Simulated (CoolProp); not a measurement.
Vapour-liquid equilibrium of R134a (1) + R1234ze(E) (2) at 0.777 MPa; x and y are mole fractions of (1).

The numbers come from the multi-fluid Helmholtz-energy mixture model, Tillner-Roth 1994 and Thol 2016; pair parameters Bell 2022 in CoolProp.

| x | bubble temperature, mixture model (K) | bubble temperature, Raoult's law (K) | y, mixture model | y, Raoult's law |
|---|---|---|---|---|
| 0.05 | 312.7 | 313.1 | 0.069 | 0.065 |
| 0.125 | 311.4 | 312.2 | 0.164 | 0.159 |
| 0.2 | 310.3 | 311.3 | 0.252 | 0.249 |
| 0.275 | 309.3 | 310.5 | 0.333 | 0.335 |
| 0.35 | 308.5 | 309.7 | 0.410 | 0.417 |
| 0.425 | 307.7 | 308.9 | 0.484 | 0.495 |
| 0.5 | 306.9 | 308.1 | 0.555 | 0.571 |
| 0.575 | 306.3 | 307.4 | 0.624 | 0.643 |
| 0.65 | 305.7 | 306.7 | 0.691 | 0.712 |
| 0.725 | 305.1 | 305.9 | 0.758 | 0.778 |
| 0.8 | 304.6 | 305.2 | 0.824 | 0.842 |
| 0.875 | 304.2 | 304.6 | 0.890 | 0.903 |
| 0.95 | 303.7 | 303.9 | 0.956 | 0.962 |

The largest gap from Raoult's law is -1.2 K in bubble temperature, at x = 0.425. No azeotrope shows between x = 0.05 and 0.95.

The pair parameters rest on a limited set of measurements; away from them the model extrapolates.
